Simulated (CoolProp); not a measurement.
Vapour-liquid equilibrium of CHF3 (R23) (1) + isobutane (2) at 238.7 K; x and y are mole fractions of (1).

Computed with CoolProp (multi-fluid Helmholtz-energy mixture model, Penoncello 2003 and Bücker 2006; pair parameters Bell 2016).

Task: Give the bubble pressure and the first vapour's composition at x = 0.35, 0.5, 0.8. Is there an azeotrope?

Result: x = 0.35: 0.6917 MPa, y = 0.945; x = 0.5: 0.7290 MPa, y = 0.949; x = 0.8: 0.7706 MPa, y = 0.957. No azeotrope shows between x = 0.05 and 0.95.

The pair parameters rest on a limited set of measurements; away from them the model extrapolates. With so large a gap from Raoult's law the liquid may split in two, which this calculation doesn't test in full.
